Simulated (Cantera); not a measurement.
## Thermodynamics of silicon nitride deposition, feed SiH2Cl2 + N2 + H2

Input: 1 mol SiH2Cl2, a varied amount of N2, 13 mol H2, at 1225 °C and 133 Pa.

Cantera equilibrium calculation (NASA polynomials, part measured and part estimated; ideal gas, pure solids and liquids). Candidate condensed phases: NH4Cl, Si, Si3N4; 28 gas species. N2 is the only nitrogen source here; it is nearly inert below about 1500 K, so the nitride shown seldom forms there in practice. The tables' values for SiCl3 are old estimates; treat these amounts as uncertain. The numbers say what is thermodynamically allowed, not how fast it happens.

```csv
n(N2) (mol),log p H2,log p N2,log p HCl,log p SiCl2,log p H,log p SiCl3,n Si3N4(s)
2.5,-2.98,-3.81,-3.93,-4.72,-6.26,-6.76,0.252
3.3,-3.00,-3.68,-3.93,-4.79,-6.27,-6.82,0.261
4.5,-3.03,-3.56,-3.95,-4.87,-6.28,-6.90,0.269
6.1,-3.07,-3.44,-3.97,-4.96,-6.30,-6.99,0.276
8.3,-3.11,-3.34,-4.00,-5.05,-6.32,-7.10,0.282
11,-3.16,-3.26,-4.05,-5.14,-6.35,-7.20,0.287
15,-3.23,-3.18,-4.10,-5.24,-6.38,-7.33,0.291
21,-3.31,-3.11,-4.18,-5.36,-6.42,-7.48,0.294
28,-3.39,-3.06,-4.25,-5.46,-6.46,-7.62,0.297
38,-3.48,-3.02,-4.34,-5.58,-6.50,-7.78,0.299
51,-3.57,-2.99,-4.44,-5.69,-6.55,-7.94,0.300
```
log p: log10 of the partial pressure in bar; n: condensed amount in mol.

From 2.5 mol N2 to 51 mol N2 the condensed part is Si3N4(s). The main Si-bearing gas is SiCl2 throughout. The share of Si in condensed phases is highest at 51 mol N2 (90.0 %) and lowest at 2.5 mol N2 (75.5 %).
